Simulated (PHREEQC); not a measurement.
Make-up at 20 °C: 0.63 mol/kgw HF, 0.00035 mol/kgw NaF and 0.13 mol/kgw HCl. Closed to the air; pH follows from the charge balance.

Computed with PHREEQC (ion-association model, wateq4f.dat).

```tsv
quantity	before	after
pH	0.96	0.97
H2F2 (mol/kgw)	0.190	0.0216
F- (mol/kgw)	0.00226	0.000778
HF2- (mol/kgw)	0.00209	0.000242
SI of Halite (NaCl)	-6.16	-6.15
```

### Question
Which change was made?
(A) HF from 0.63 to 0.126 mol/kgw
(B) temperature from 20 to 45 °C
(C) diluted 100-fold with water

### Answer
A, HF from 0.63 to 0.126 mol/kgw

This is a speciation only: nothing precipitates in the calculation. wateq4f.dat counts part of the HF as a dimer, H2F2, which phreeqc.dat doesn't know; its constant is uncertain.
